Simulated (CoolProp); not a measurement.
Properties of o-xylene at several states (Tc = 357.1 °C, pc = 37.37 bar, ω = 0.312).

The numbers come from the reference Helmholtz-energy equation of state, Zhou 2012 in CoolProp.

```
T (°C)  p (bar)   phase  density (kg/m³)  Joule-Thomson coefficient (K/MPa)  isothermal compressibility (1/MPa)  viscosity (µPa s)  fugacity coefficient
------  -------  ------  ---------------  ---------------------------------  ----------------------------------  -----------------  --------------------
144.75    0.243     gas           0.7507                              35.90                               41.61               9.03                0.9892
93.55      38.4  liquid            820.7                            -0.3756                            0.001245                378              0.006363
112.15    0.902  liquid            799.9                            -0.3387                            0.001528                313                0.4299
108.25    0.151     gas           0.5106                              51.95                               66.89               8.27                0.9902
```

Viscosity comes from a separate model (Cao 2016).
